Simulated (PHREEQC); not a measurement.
Make-up at 50 °C: 0.23 mol/kgw NH4Cl and 0.00023 mol/kgw Na2B4O7. Closed to the air; pH follows from the charge balance.

The numbers come from PHREEQC with the ion-association model, phreeqc.dat.

Each row changes one thing in this solution. Precipitation was switched off in this run.

| case | pH | ionic strength (mol/kgw) | H2BO3- (mol/kgw) |
|---|---|---|---|
| as made | 6.05 | 0.230 | 1.30e-6 |
| diluted 10-fold with water | 5.93 | 0.0230 | 7.98e-8 |
| Na2B4O7 from 0.00023 to 0.0023 mol/kgw | 7.04 | 0.230 | 0.000127 |
| temperature from 50 to 85 °C | 5.25 | 0.230 | 3.49e-7 |
| NH4Cl left out | 8.95 | 0.000460 | 0.000410 |

Species that the database lacks are ignored. Constants without temperature data keep their 25 °C values here.
